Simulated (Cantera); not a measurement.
A closed system holds: 1 mol NiS, 72 mol H2, 3.7 mol N2, held at 1950 K and 13300 Pa.

These are equilibrium values from Cantera (NASA tables, ideal gas, pure condensed phases), not measurements of a reactor. Candidate condensed phases: Ni, NiS, NiS2, Ni3S2, Ni3S4, S; 17 gas species. Kinetics and transport are ignored.

Q: What is the equilibrium state?

A: 
- x(H2) = 0.936
- x(N2) = 0.0486
- x(H2S) = 0.00814
- x(H) = 0.00304
- x(SH) = 0.00217
- x(S2) = 0.00123
- x(Ni) = 0.000768
- x(S) = 0.000219
- x(NiS) = 0.000153
- n(Ni(l)) = 0.930 mol
- gas amount = 76.08 mol
- log10 activity of NiS(l) (absent) = -1.43
- log10 activity of S(l) (absent) = -3.45
- log10 activity of NiS2(l) (absent) = -5.06
